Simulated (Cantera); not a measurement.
A freely propagating, adiabatic, planar premixed flame of 11.2 % CH₄, 18.7 % O₂, 70.1 % N₂, equivalence ratio 1.2, unburnt at 400 K and 100.0 Torr; mixture-averaged transport, grid criteria slope 0.08 and curve 0.16, no radiation.

Detailed kinetics in Cantera: GRI-Mech 3.0 (53 species, 325 reactions). Burning velocities carry a grid error of a few per cent, more on coarse grids.

Question: Predict: laminar burning velocity; thermal thickness; peak x(HCN); peak x(CH₂CO); peak x(CH₂).

Answer: 
```
Item                          Value
------------------------  ---------
laminar burning velocity  87.1 cm/s
thermal thickness           2.25 mm
peak x(HCN)                 9.42e-6
peak x(CH₂CO)              0.000127
peak x(CH₂)                 7.82e-5
```
